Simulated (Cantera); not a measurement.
Charge: 1 mol SO₂, 0.34 mol O₂, 6.4 mol H₂, held at 2002 °C and 458 Torr.

Method: chemical equilibrium by Gibbs-energy minimisation in Cantera with the NASA 1993 tables (ideal gas, pure condensed phases). Candidate condensed phases: H₂O, H₂SO₄, S; 19 gas species. Equilibrium is a limit: real reactors are often held back by kinetics, nucleation or transport.

Base state: H₂ 0.533, H₂O 0.351, S₂ 0.0374, H₂S 0.0246, SH 0.0173, SO 0.0121, SO₂ 0.0108, H 0.00794 (mole fractions); condensed: gas only.

Q: What changes in the equilibrium state with this change: temperature from 2002 °C to 1325 °C?

A: 
```json
[
 {"species": "H₂", "before": "0.533", "after": "0.457"},
 {"species": "H₂O", "before": "0.351", "after": "0.409"},
 {"species": "H₂S", "before": "0.0246", "after": "0.113"},
 {"species": "SO", "before": "0.0121", "after": "0.000159"},
 {"species": "SO₂", "before": "0.0108", "after": "0.000594"},
 {"species": "SH", "before": "0.0173", "after": "0.00215"},
 {"species": "S₂", "before": "0.0374", "after": "0.0185"},
 {"species": "OH", "before": "0.000814", "after": "1.60e-6"},
 {"species": "S", "before": "0.00384", "after": "2.06e-5"}
]
```
